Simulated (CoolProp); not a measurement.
Properties of isopentane along the isobar 0.876 MPa (Tc = 460.3 K, pc = 3.378 MPa, ω = 0.227).

The numbers come from the reference Helmholtz-energy equation of state, Lemmon 2006 in CoolProp. It is a short technical equation, of lower accuracy than the large ones.

```json
[
 {"T (K)": "124.7", "phase": "liquid", "density (kg/m³)": "777.3", "cp (kJ/(kg K))": "1.731", "conductivity (mW/(m K))": "197", "fugacity coefficient": "3.845e-9"},
 {"T (K)": "138.1", "phase": "liquid", "density (kg/m³)": "764.4", "cp (kJ/(kg K))": "1.725", "conductivity (mW/(m K))": "182", "fugacity coefficient": "8.822e-8"},
 {"T (K)": "151.5", "phase": "liquid", "density (kg/m³)": "751.9", "cp (kJ/(kg K))": "1.735", "conductivity (mW/(m K))": "170", "fugacity coefficient": "1.091e-6"},
 {"T (K)": "164.9", "phase": "liquid", "density (kg/m³)": "739.5", "cp (kJ/(kg K))": "1.757", "conductivity (mW/(m K))": "160", "fugacity coefficient": "8.530e-6"},
 {"T (K)": "178.2", "phase": "liquid", "density (kg/m³)": "727.5", "cp (kJ/(kg K))": "1.787", "conductivity (mW/(m K))": "151", "fugacity coefficient": "4.650e-5"},
 {"T (K)": "191.6", "phase": "liquid", "density (kg/m³)": "715.4", "cp (kJ/(kg K))": "1.824", "conductivity (mW/(m K))": "143", "fugacity coefficient": "0.0001959"},
 {"T (K)": "205", "phase": "liquid", "density (kg/m³)": "703.4", "cp (kJ/(kg K))": "1.867", "conductivity (mW/(m K))": "136", "fugacity coefficient": "0.0006651"},
 {"T (K)": "218.3", "phase": "liquid", "density (kg/m³)": "691.4", "cp (kJ/(kg K))": "1.914", "conductivity (mW/(m K))": "130", "fugacity coefficient": "0.001886"},
 {"T (K)": "231.7", "phase": "liquid", "density (kg/m³)": "679.3", "cp (kJ/(kg K))": "1.966", "conductivity (mW/(m K))": "125", "fugacity coefficient": "0.004680"},
 {"T (K)": "245.1", "phase": "liquid", "density (kg/m³)": "667.0", "cp (kJ/(kg K))": "2.021", "conductivity (mW/(m K))": "120", "fugacity coefficient": "0.01033"}
]
```

Thermal conductivity comes from a separate model (Vassiliou 2015).
